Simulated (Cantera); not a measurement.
Feed: 1 mol NF₃, 0.57 mol SO₂, 7.3 mol N₂, equilibrated at 2748.15 K and 0.100 bar.

Method: chemical equilibrium by Gibbs-energy minimisation in Cantera with the NASA 1993 tables (ideal gas, pure condensed phases). Candidate condensed phases: S; 35 gas species. The numbers say what is thermodynamically allowed, not how fast it happens.

Base state: N₂ 0.670, F 0.258, SO₂ 0.0245, SO 0.0201, O 0.0111, O₂ 0.00632, NO 0.00547, S 0.00375 (mole fractions); condensed: gas only.

### Question
What changes in the equilibrium state with this change: NF₃ replaced by CS₂?

### Answer
| species | before | after |
|---|---|---|
| N₂ | 0.670 | 0.720 |
| CO | 0 | 0.0981 |
| S | 0.00375 | 0.0962 |
| F | 0.258 | 0 |
| S₂ | 0.000110 | 0.0722 |
| SO₂ | 0.0245 | 0.000351 |
| O | 0.0111 | 0.000262 |
| SO | 0.0201 | 0.0122 |
| SF | 0.000530 | 0 |
| CO₂ | 0 | 0.000479 |
| COS | 0 | 4.59e-5 |
Further candidate phases: C.
